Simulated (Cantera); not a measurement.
A Cantera script and what it prints.

```python
import numpy as np
import cantera as ct

gas_names = """
    CL CL2 H HCL H2 N NH NH2 NH3 N2 N2H2 N2H4 Si SiCL SiCL2 SiCL3 SiCL4 SiH SiHCL3 SiH2 SiH2CL2 SiH3
    SiH3CL SiH4 SiN Si2 Si2N Si3
""".split()
cond_names = """
    NH4CL(a) NH4CL(b) Si(cr) Si(L) Si3N4(a)
""".split()


# ... load() reads the species with a 1 bar reference pressure and builds the phases ...
atoms = {
    'Si': {'Si': 1},
    'HCl': {'H': 1, 'CL': 1},
    'N2': {'N': 2},
}
top_T = {'Si3N4(a)': 2400}  # K; cautious upper limits of use, not melting points


# ... equilibrate(T, P, feed) seeds the gas with the atoms and calls Mixture.equilibrate('TP', solver="vcs", rtol=1e-11, max_steps=5000) ...
results = []
feed = {'Si': 1, 'HCl': 24, 'N2': 0.35}  # mol
T = 1373.15  # K
P = 14  # Pa
mix = equilibrate(T, P, feed)
results.append((T, P, feed, dict(zip(mix.species_names, mix.species_moles))))
x = sorted(zip(gas.X, gas.species_names), reverse=True)
print(f"T = {T:g} K  P = {P:g} Pa  gas = {mix.phase_moles(0):.4g} mol")
print("   x: " + "  ".join(f"{s} {v:.3e}" for v, s in x if v > 0.001))
print("   condensed (mol): " + ("  ".join(f"{mix.phase(i).name} {mix.phase_moles(i):.4g}"
      for i in range(1, mix.n_phases) if mix.phase_moles(i) > 1e-12) or "none"))
```

Output:

```
T = 1373.15 K  P = 14 Pa  gas = 24.06 mol
   x: HCL 8.885e-01  H2 5.441e-02  SiCL2 2.557e-02  N2 1.455e-02  SiCL4 8.924e-03  SiCL3 7.027e-03
   condensed (mol): none
```

Equilibrium computed with Cantera from the NASA thermochemical tables; the gas is ideal and each condensed phase is pure. The tables' values for SiCl3 are old estimates; treat these amounts as uncertain.
